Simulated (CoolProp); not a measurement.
Model: reference Helmholtz-energy equation of state, Lemmon 2006, in CoolProp. It is a short technical equation, of lower accuracy than the large ones.

**Question.** For carbon monoxide, give the phase and the density (kg/m³), Joule-Thomson coefficient (K/MPa), isothermal compressibility (1/MPa) at -135.35 °C and 39.4 bar; -135.35 °C and 52.5 bar.

**Answer.** 
- -135.35 °C and 39.4 bar: supercritical; density 203, Joule-Thomson coefficient 7.79, isothermal compressibility 0.900
- -135.35 °C and 52.5 bar: supercritical; density 437, Joule-Thomson coefficient 2.14, isothermal compressibility 0.133
